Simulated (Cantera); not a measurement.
A perfectly stirred reactor is fed with CH₃OH : O₂ : N₂ : H₂ = 0.0054 : 0.016 : 1 : 0.052 (molar parts), equivalence ratio 2.1, at 2.80 bar; it is held at 1425 K, and followed from long to short residence time.

Model: GRI-Mech 3.0 (53 species, 325 reactions), integrated in Cantera. GRI-Mech 3.0 was tuned for natural gas; its chemistry of methanol as a main component is partial and can be far from experiment.

x: mole fraction; the columns are a selection and need not sum to one.

```tsv
τ (s)	x CH₃OH	x O₂	x H₂O	x C₂H	x NO	x N₂O
1.7	1.30e-7	1.05e-5	0.0285	<1e-12	6.63e-8	1.15e-10
0.66	2.45e-7	1.99e-5	0.0285	<1e-12	1.08e-7	2.01e-10
0.26	4.61e-7	3.72e-5	0.0285	2.56e-12	1.62e-7	3.55e-10
0.10	8.66e-7	6.97e-5	0.0285	5.67e-12	2.38e-7	6.33e-10
0.039	[?]	[?]	0.0285	1.06e-11	[?]	[?]
0.015	2.77e-6	0.000220	0.0284	1.83e-11	5.21e-7	1.87e-9
0.0058	[?]	[?]	0.0283	3.07e-11	[?]	[?]
0.0023	7.76e-6	0.000599	0.0280	5.42e-11	9.62e-7	4.79e-9
0.00088	1.30e-5	0.000977	0.0274	1.02e-10	1.14e-6	7.44e-9
0.00034	2.25e-5	0.00161	0.0262	1.82e-10	1.18e-6	1.12e-8
```

Q: Complete the blanks.

A: 
- 0.039, x CH₃OH: 1.57e-6
- 0.039, x O₂: 0.000126
- 0.039, x NO: 3.53e-7
- 0.039, x N₂O: 1.10e-9
- 0.0058, x CH₃OH: 4.72e-6
- 0.0058, x O₂: 0.000370
- 0.0058, x NO: 7.38e-7
- 0.0058, x N₂O: 3.06e-9
